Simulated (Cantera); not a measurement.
A closed system holds: 1 mol SiH2Cl2, 0.034 mol HCl, a varied amount of H2, at 1875 K and 0.00133 bar.

These are equilibrium values from Cantera (NASA tables, ideal gas, pure condensed phases), not measurements of a reactor. Candidate condensed phases: Si; 19 gas species. Rates play no part.

Problem. At 960 mol H2, list the 6 most abundant gas species with their mole fractions, and the condensed phases.

Solution. H2 0.979, H 0.0178, HCl 0.00206, Si 0.000981, SiH 3.29e-5, Cl 2.83e-5. Condensed: gas only.
